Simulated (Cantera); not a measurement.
What does this Cantera script print?

```python
import numpy as np
import cantera as ct

gas_names = """
    F FO FO2 F2 F2O H HF HNO HNO2 HNO3 HOF HO2 H2 H2F2 H2O H2O2 H3F3 H4F4 H5F5 H6F6 H7F7 N NF NF2 NF3 NH
    NH2 NH3 NH2OH NO NO2 NO3 N2 N2H2 N2H4 N2O O OH O2 O3 Si SiF SiF2 SiF3 SiF4 SiH SiHF3 SiH2 SiH2F2
    SiH3 SiH3F SiH4 SiN SiO SiO2 Si2 Si2N Si3
""".split()
cond_names = """
    H2O(s) H2O(L) Si(cr) Si(L) SiO2(Lqz) SiO2(hqz) SiO2(L) Si2N2O(s) Si3N4(a)
""".split()


def load(file, names, dense=False):
    # The tables refer to 1 bar. Condensed volumes are neglected.
    table = {s.name: s for s in ct.Species.list_from_file(file)}
    out = []
    for n in names:
        d = dict(table[n].input_data)
        d["thermo"] = dict(d["thermo"], **{"reference-pressure": 1e5})
        if dense:
            d["equation-of-state"] = {"model": "constant-volume", "density": "1e6 g/cm^3"}
        out.append(ct.Species.from_dict(d))
    return out


gas = ct.Solution(thermo="ideal-gas", species=load("nasa_gas.yaml", gas_names))
cond = {s.name: ct.Solution(thermo="fixed-stoichiometry", species=[s], name=s.name)
        for s in load("nasa_condensed.yaml", cond_names, dense=True)}
atoms = {
    'SiF4': {'Si': 1, 'F': 4},
    'H2O': {'H': 2, 'O': 1},
    'N2': {'N': 2},
}
top_T = {'Si2N2O(s)': 2100, 'Si3N4(a)': 2400}  # K; cautious upper limits of use, not melting points


def equilibrate(T, P, feed):
    n = {}
    for name, mol in feed.items():
        for a, k in atoms[name].items():
            n[a] = n.get(a, 0.0) + k * mol
    gas.TPX = T, P, n
    mass = sum(n.values()) * gas.mean_molecular_weight
    gas.equilibrate("TP")
    valid = [c for c in cond.values() if c.min_temp <= T <= top_T.get(c.name, c.max_temp)]
    mix = ct.Mixture([(gas, mass / gas.mean_molecular_weight)] + [(c, 0.0) for c in valid])
    mix.T, mix.P = T, P
    mix.equilibrate("TP", solver="vcs", rtol=1e-11, max_steps=5000)
    return mix


results = []
feed = {'SiF4': 1, 'H2O': 4.9, 'N2': 3}  # mol
P = 1000  # Pa
for T in [1273, 1323, 1373, 1423, 1473, 1523, 1573, 1623, 1673, 1723, 1773]:
    mix = equilibrate(T, P, feed)
    results.append((T, P, feed, dict(zip(mix.species_names, mix.species_moles))))

top = {s: max(r[3][s] / sum(r[3][g] for g in gas_names) for r in results) for s in gas_names}
cols = sorted((s for s in top if top[s] > 1e-05), key=lambda s: -top[s])[:7]
seen = [c for c in cond_names if any(r[3].get(c, 0) > 1e-12 for r in results)]
print("log10 of partial pressures in bar; condensed amounts in mol")
print(f"{'T/K':>10s}" + "".join(f"{s[:9]:>10s}" for s in cols + seen))
for T, P, feed, n in results:
    ng = sum(n[g] for g in gas_names)
    print(f"{T:10.4g}" + "".join(f"{np.log10(max(n[s] / ng * P / 1e5, 1e-99)):10.3f}" for s in cols)
          + "".join(f"{n.get(c, 0):10.4g}" for c in seen))
```

Result:

```
log10 of partial pressures in bar; condensed amounts in mol
       T/K        HF        N2       H2O        H2        O2        OH      SiF4 SiO2(hqz)   SiO2(L)
      1273    -2.397    -2.518    -2.531    -6.421    -6.768    -7.405    -5.082    0.9918         0
      1323    -2.396    -2.518    -2.531    -6.162    -6.513    -7.090    -5.246    0.9944         0
      1373    -2.395    -2.518    -2.532    -5.922    -6.277    -6.797    -5.399     0.996         0
      1423    -2.395    -2.518    -2.533    -5.698    -6.057    -6.525    -5.542    0.9972         0
      1473    -2.394    -2.519    -2.533    -5.490    -5.853    -6.271    -5.677    0.9979         0
      1523    -2.394    -2.519    -2.534    -5.294    -5.662    -6.034    -5.803    0.9984         0
      1573    -2.394    -2.519    -2.534    -5.111    -5.483    -5.812    -5.921    0.9988         0
      1623    -2.394    -2.519    -2.535    -4.940    -5.315    -5.604    -6.032    0.9991         0
      1673    -2.394    -2.519    -2.536    -4.779    -5.158    -5.408    -6.136    0.9993         0
      1723    -2.394    -2.519    -2.538    -4.627    -5.010    -5.224    -6.238         0    0.9994
      1773    -2.395    -2.520    -2.540    -4.484    -4.870    -5.051    -6.336         0    0.9995
```

Cantera equilibrium calculation (NASA polynomials, part measured and part estimated; ideal gas, pure solids and liquids). The tables hold silica as quartz up to 1696 K and as liquid above; real silica turns to tridymite and cristobalite and melts near 1996 K.
